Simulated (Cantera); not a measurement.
Reactions in the system Cu-F-O

Standard-state values (1 bar) from the NASA 1993 polynomials, evaluated with Cantera. Values are per mole of reaction as written; species without (g) are pure solids or liquids, kept so even where they would boil at 1 bar.

O₃(g) + 6 CuF₂ ⇌ 3 Cu₂O + 6 F₂(g)

| T (K) | ΔH° (kJ) | ΔS° (J/K) | ΔG° (kJ) | log10 K |
|---|---|---|---|---|
| 300 | 2579.4 | 789.9 | 2342.5 | -407.86 |
| 475 | 2566.3 | 756.0 | 2207.2 | -242.72 |
| 575 | 2556.4 | 737.0 | 2132.6 | -193.73 |
| 675 | 2545.1 | 719.0 | 2059.8 | -159.39 |
| 775 | 2533.0 | 702.3 | 1988.7 | -134.04 |
| 875 | 2520.4 | 687.0 | 1919.3 | -114.57 |
